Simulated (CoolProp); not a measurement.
The numbers come from the reference Helmholtz-energy equation of state, Gao 2022 in CoolProp.

Question: For n-perfluoropentane, give the phase and the cv (kJ/(kg K)) at 388.3 K and 1.01 bar.

Answer: 
- 388.3 K and 1.01 bar: gas; cv 0.906
